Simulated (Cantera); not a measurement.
A Cantera script and what it prints.

```python
import numpy as np
import cantera as ct

gas_names = """
    B BCL BCL2 BCL3 BH BH2 BH3 B2 CL CL2 H HCL H2
""".split()
cond_names = """
    B(b) B(L)
""".split()


# ... load() reads the species with a 1 bar reference pressure and builds the phases ...
atoms = {
    'BCl3': {'B': 1, 'CL': 3},
    'H2': {'H': 2},
}
top_T = {}  # K; cautious upper limits of use, not melting points


# ... equilibrate(T, P, feed) seeds the gas with the atoms and calls Mixture.equilibrate('TP', solver="vcs", rtol=1e-11, max_steps=5000) ...
results = []
T = 1400  # K
P = 260  # Pa
for m in [2.4, 3.3, 4.4, 6, 8, 11, 15, 20, 26]:
    feed = {'BCl3': 1, 'H2': m}  # mol
    mix = equilibrate(T, P, feed)
    results.append((T, P, feed, dict(zip(mix.species_names, mix.species_moles))))

top = {s: max(r[3][s] / sum(r[3][g] for g in gas_names) for r in results) for s in gas_names}
cols = sorted((s for s in top if top[s] > 1e-06), key=lambda s: -top[s])[:8]
seen = [c for c in cond_names if any(r[3].get(c, 0) > 1e-12 for r in results)]
print("log10 of partial pressures in bar; condensed amounts in mol")
print(f"{'n(H2)':>10s}" + "".join(f"{s[:9]:>10s}" for s in cols + seen))
for T, P, feed, n in results:
    ng = sum(n[g] for g in gas_names)
    print(f"{feed['H2']:10.4g}" + "".join(f"{np.log10(max(n[s] / ng * P / 1e5, 1e-99)):10.3f}" for s in cols)
          + "".join(f"{n.get(c, 0):10.4g}" for c in seen))
```

Output:

```
log10 of partial pressures in bar; condensed amounts in mol
     n(H2)        H2       HCL      BCL3      BCL2       BCL         H        CL       BH2      B(b)
       2.4    -2.957    -2.927    -3.511    -5.421    -5.655    -6.792    -6.846    -8.444    0.5544
       3.3    -2.885    -2.959    -3.715    -5.557    -5.723    -6.755    -6.914    -8.372    0.6484
       4.4    -2.828    -3.003    -3.931    -5.701    -5.795    -6.727    -6.986    -8.315    0.7316
         6    -2.776    -3.066    -4.199    -5.880    -5.885    -6.701    -7.076    -8.263    0.8124
         8    -2.735    -3.140    -4.482    -6.068    -5.979    -6.681    -7.170    -8.222    0.8734
        11    -2.698    -3.237    -4.829    -6.299    -6.095    -6.662    -7.285    -8.185    0.9226
        15    -2.670    -3.344    -5.193    -6.542    -6.216    -6.648    -7.407    -8.157    0.9536
        20    -2.649    -3.452    -5.546    -6.777    -6.334    -6.638    -7.524    -8.136    0.9712
        26    -2.635    -3.554    -5.876    -6.997    -6.444    -6.630    -7.634    -8.122     0.981
```

Cantera equilibrium calculation (NASA polynomials, part measured and part estimated; ideal gas, pure solids and liquids). The tables' values for BCl2, BCl are old estimates; treat these amounts as uncertain. Gases not in the tables: BHCl2.
